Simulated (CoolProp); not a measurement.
Vapour-liquid equilibrium of R134a (1) + R124 (2) at 0.00729 MPa; x and y are mole fractions of (1).

Model: multi-fluid Helmholtz-energy mixture model, Tillner-Roth 1994 and de Vries 1995; pair parameters Bell 2016, in CoolProp.

Give the bubble temperature and the first vapour's composition at x = 0.45, 0.55, 0.95. Is there an azeotrope?

x = 0.45: -67.7 °C, y = 0.640; x = 0.55: -68.5 °C, y = 0.716; x = 0.95: -71.0 °C, y = 0.968. No azeotrope shows between x = 0.05 and 0.95.

The pair parameters rest on a limited set of measurements; away from them the model extrapolates.
